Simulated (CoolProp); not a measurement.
A single-stage vapour-compression cycle with R22: evaporating at 278.15 K (dew point), condensing at 345.15 K (bubble point), superheat 0 K, subcooling 8 K, compressor efficiency 0.7, no pressure losses. Each further row changes one setting.

Model: reference Helmholtz-energy equation of state, Kamei 1995, in CoolProp.

```csv
case,cooling COP,pressure ratio,discharge temperature (K),refrigerating effect (kJ/kg),volumetric capacity (kJ/m³)
as stated,2.04,5.35,390.1,124,3070
evaporating temperature 283.15 K,2.29,4.59,385.7,126,3620
condensing temperature 340.15 K,2.31,4.82,382.5,131,3250
subcooling 13 K,2.16,5.35,390.1,131,3260
superheat 10 K,2.04,5.35,401.5,131,3090
compressor efficiency 0.6,1.75,5.35,400.5,124,3070
```
